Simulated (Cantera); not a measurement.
## Low-pressure radical oxidation in H2/O2

A perfectly stirred reactor is fed with H₂ : O₂ = 1.2 : 1 (molar parts), equivalence ratio 0.60, at 8.25 Torr; it is held at 1375 K, and followed from long to short residence time.

Detailed kinetics in Cantera: GRI-Mech 3.0 (53 species, 325 reactions). Radical loss at walls, strong at low pressure, is not modelled. The temperature is held fixed by assumption; the heat of reaction is taken as removed at once.

| τ (s) | x H₂ | x O₂ | x OH | x O | x H₂O | x HO₂ | x H₂O₂ |
|---|---|---|---|---|---|---|---|
| 0.49 | 0.0110 | 0.247 | 0.0103 | 0.00758 | 0.716 | 5.57e-6 | 4.85e-7 |
| 0.30 | 0.0149 | 0.246 | 0.0120 | 0.0104 | 0.703 | 5.89e-6 | 5.33e-7 |
| 0.19 | 0.0195 | 0.246 | 0.0137 | 0.0140 | 0.686 | 6.09e-6 | 5.69e-7 |
| 0.11 | 0.0265 | 0.245 | 0.0159 | 0.0196 | 0.659 | 6.16e-6 | 5.93e-7 |
| 0.070 | 0.0333 | 0.244 | 0.0179 | 0.0257 | 0.628 | 6.09e-6 | 5.93e-7 |
| 0.043 | 0.0414 | 0.243 | 0.0198 | 0.0338 | 0.588 | 5.88e-6 | 5.69e-7 |
| 0.027 | 0.0491 | 0.241 | 0.0215 | 0.0429 | 0.542 | 5.57e-6 | 5.27e-7 |
| 0.016 | 0.0566 | 0.239 | 0.0229 | 0.0536 | 0.489 | 5.15e-6 | 4.69e-7 |
| 0.010 | 0.0620 | 0.237 | 0.0237 | 0.0624 | 0.445 | 4.78e-6 | 4.19e-7 |
| 0.0062 | 0.0664 | 0.236 | 0.0242 | 0.0696 | 0.409 | 4.47e-6 | 3.79e-7 |
x: mole fraction; the columns are a selection and need not sum to one.
